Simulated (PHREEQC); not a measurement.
Solution (45 °C): 0.033 mmol/kgw Ca(HCO3)2, 0.92 mmol/kgw CO2 and 0.35 mmol/kgw MgSO4. Closed to the air; pH follows from the charge balance.

All values are PHREEQC results (ion-association model, phreeqc.dat), not measurements.

Precipitation was switched off in this run.

Q: Order these S species by the share of S that they hold, largest first: MgSO4, CaSO4, SO4-2.

A: SO4-2 (92 %), MgSO4 (8.0 %), CaSO4 (0.42 %)

The pH is 5.17 and the ionic strength 0.00139 mol/kgw. Away from 25 °C the constants follow the database's enthalpies or fits; those with neither stay at their 25 °C values.
